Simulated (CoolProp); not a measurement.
Values from CoolProp's reference Helmholtz-energy equation of state, Gao 2020.

Task: For ammonia, give the phase and the cv (kJ/(kg K)), conductivity (mW/(m K)), Prandtl number at 187.25 °C and 4.37 bar; 187.25 °C and 13.1 bar; 187.25 °C and 21.9 bar.

Result: 
- 187.25 °C and 4.37 bar: gas; cv 1.91, conductivity 46.9, Prandtl number 0.845
- 187.25 °C and 13.1 bar: gas; cv 1.95, conductivity 47.6, Prandtl number 0.862
- 187.25 °C and 21.9 bar: gas; cv 1.98, conductivity 48.4, Prandtl number 0.879

Viscosity comes from a separate model (Fenghour 1995). Thermal conductivity comes from a separate model (Tufeu 1984).
